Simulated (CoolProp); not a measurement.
Saturation properties of C3F8 (R218) (Tc = 345.0 K, pc = 26.40 bar, ω = 0.317).

The numbers come from the reference Helmholtz-energy equation of state, Lemmon 2006 in CoolProp. It is a short technical equation, of lower accuracy than the large ones.

```tsv
T (K)	p (bar)	liquid density (kg/m³)	vapour density (kg/m³)	liquid cp (kJ/(kg K))	surface tension (mN/m)
255.6	2.243	…	21.83	1.022	8.28
263.5	2.991	1499	28.86	1.043	7.39
271.5	3.927	1462	37.73	1.067	6.51
279.5	5.068	1424	48.74	1.094	5.66
287.5	6.440	1383	62.36	1.125	4.82
295.5	8.072	1339	…	1.162	4.02
303.5	9.994	1291	100.4	1.207	3.24
311.5	12.24	…	127.2	1.268	2.49
319.5	…	1176	162.3	1.359	1.78
327.5	17.88	1102	210.9	1.520	1.13
```

Problem. Fill in the missing entries.

Solution. 
- 255.6, liquid density (kg/m³): 1533
- 295.5, vapour density (kg/m³): 79.25
- 311.5, liquid density (kg/m³): 1237
- 319.5, p (bar): 14.85

It boils at 236.4 K under 1 atm.

Surface tension comes from a separate correlation (Mulero 2012).
